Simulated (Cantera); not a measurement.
# Stirred combustor or abatement burner

A perfectly stirred reactor is fed with 12.2 % CO, 12.2 % H2, 0.820 % CH4, 8.68 % O2, 66.0 % N2, equivalence ratio 1.6, at 0.266 atm; it is adiabatic with a 375 K inlet, and is followed from long to short residence time, starting on the burning branch (τ in s: 0.038, 0.017, 0.0074, 0.0033, 0.0014, 0.00064, 0.00028, 0.00012, 5.5e-05).

Cantera simulation using GRI-Mech 3.0 (53 species, 325 reactions); the numbers are that mechanism's predictions, not measurements.

| τ (s) | T (K) | x CO | x H2 | x CH4 | x C2H6 | x N2O | x HCO |
|---|---|---|---|---|---|---|---|
| 0.038 | 1608 | 0.0716 | 0.0361 | 3.34e-6 | 1.43e-11 | 2.29e-9 | 1.57e-7 |
| 0.017 | 1567 | 0.0705 | 0.0358 | 5.64e-6 | 2.57e-11 | 2.98e-9 | 2.15e-7 |
| 0.0074 | 1508 | 0.0692 | 0.0353 | 1.09e-5 | 5.86e-11 | 3.71e-9 | 3.00e-7 |
| 0.0033 | 1434 | 0.0685 | 0.0345 | 2.35e-5 | 1.70e-10 | 4.41e-9 | 4.23e-7 |
| 0.0014 | 1338 | 0.0711 | 0.0330 | 6.50e-5 | 7.23e-10 | 5.39e-9 | 6.61e-7 |
| 0.00064 | 1226 | 0.0837 | 0.0329 | 0.000224 | 4.53e-9 | 7.00e-9 | 1.17e-6 |
| 0.00028 | 375 | 0.122 | 0.122 | 0.00820 | <1e-12 | <1e-12 | <1e-12 |
| 0.00012 | 375 | 0.122 | 0.122 | 0.00820 | <1e-12 | <1e-12 | <1e-12 |
| 5.5e-5 | 375 | 0.122 | 0.122 | 0.00820 | <1e-12 | <1e-12 | <1e-12 |
x: mole fraction; the columns are a selection and need not sum to one.
